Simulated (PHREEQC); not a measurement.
HF is added in steps, without added water, to 1 kg of water holding 0.0055 mol CdCl2, 0.0042 mol CaCl2, 0.00011 mol H2SO4 and 0.0094 mol NaCl, at 25 °C. Oxygen is held at 0.21 atm. CO2 from the air is kept out. The run lets Anhydrite, Fluorite, Halite, Cd(OH)2 precipitate or redissolve, and no other solid.

Base run: PHREEQC, ion-association model, phreeqc.dat. Each further column changes one thing. The table gives HSO4- (mol/kgw).

```
HF added (mol)     base  temperature from 25 to 75 °C  CdCl2 from 0.0055 to 0.0011 mol/kgw  no solid may form
--------------  -------  ----------------------------  -----------------------------------  -----------------
0               8.85e-7                       2.76e-6                              1.01e-6            8.85e-7
0.002188        8.08e-6                       1.67e-5                              9.27e-6            4.60e-6
0.004812        1.58e-5                       2.97e-5                              1.82e-5            6.99e-6
0.007           2.14e-5                       3.77e-5                              2.45e-5            8.48e-6
0.009187        2.57e-5                       4.38e-5                              2.94e-5            9.74e-6
0.01181         2.90e-5                       4.93e-5                              3.31e-5            1.10e-5
0.014           3.05e-5                       5.26e-5                              3.47e-5            1.20e-5
```

 Away from 25 °C the constants follow the database's enthalpies or fits; those with neither stay at their 25 °C values. In at least one series the solution becomes supersaturated in solids that the run did not let form, among them Fluorite.
